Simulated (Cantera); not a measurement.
# Equilibrium for silicon epitaxy and polysilicon growth: Si₂H₆ + N₂

A closed system holds: 1 mol Si₂H₆, 21 mol N₂, held at 1150 °C and 65000 Pa.

These are equilibrium values from Cantera (NASA tables, ideal gas, pure condensed phases), not measurements of a reactor. Candidate condensed phases: Si, Si₃N₄; 18 gas species. The feed counts by its element totals alone. N₂ is the only nitrogen source here; it is nearly inert below about 1500 K, so the nitride shown seldom forms there in practice. Equilibrium is a limit: real reactors are often held back by kinetics, nucleation or transport.

| Property | Value |
|---|---|
| x(N₂) | 0.868 |
| x(H₂) | 0.132 |
| x(H) | 3.00e-6 |
| x(NH₃) | 2.31e-6 |
| n(Si₃N₄(s)) | 0.667 mol |
| gas amount | 22.67 mol |
| log10 activity of Si(s) (absent) | -3.18 |
